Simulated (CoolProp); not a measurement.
A Linde-Hampson liquefier for CF4 (R14): isothermal reversible compression at 280 K from 1 atm to 10 MPa, throttling to 1 atm, return gas leaving the recuperator 0 K below the feed. Each further row changes one setting.

Computed with CoolProp (reference Helmholtz-energy equation of state, Platzer 1990). This equation is an older, rougher fit; its heat capacities, sound speeds and derivatives of the liquid may be far off and weren't checked against measurements.

```json
[
 {"case": "as stated", "liquid yield per pass": "___", "compression work (kJ/kg of gas)": "109"},
 {"case": "high pressure 20 MPa", "liquid yield per pass": "___", "compression work (kJ/kg of gas)": "121"},
 {"case": "warm-end temperature 310 K", "liquid yield per pass": "0.163", "compression work (kJ/kg of gas)": "___"},
 {"case": "warm-end gap 5 K", "liquid yield per pass": "___", "compression work (kJ/kg of gas)": "109"}
]
```

**Question.** Fill in the missing entries.

**Answer.** 
- as stated, liquid yield per pass: 0.248
- high pressure 20 MPa, liquid yield per pass: 0.331
- warm-end temperature 310 K, compression work (kJ/kg of gas): 126
- warm-end gap 5 K, liquid yield per pass: 0.236
